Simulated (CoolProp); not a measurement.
Vapour-liquid equilibrium of R124 (1) + R142b (2) at -8.95 °C; x and y are mole fractions of (1).

The numbers come from the multi-fluid Helmholtz-energy mixture model, de Vries 1995 and Lemmon 2006; pair parameters Bell 2016 in CoolProp.

Q: Give the bubble pressure and the first vapour's composition at x = 0.05, 0.5, 0.65. Is there an azeotrope?

A: x = 0.05: 0.1024 MPa, y = 0.053; x = 0.5: 0.1062 MPa, y = 0.523; x = 0.65: 0.1080 MPa, y = 0.677. No azeotrope shows between x = 0.05 and 0.95.

Pair parameters are fitted to limited data, so mixtures are less certain than the pure fluids.
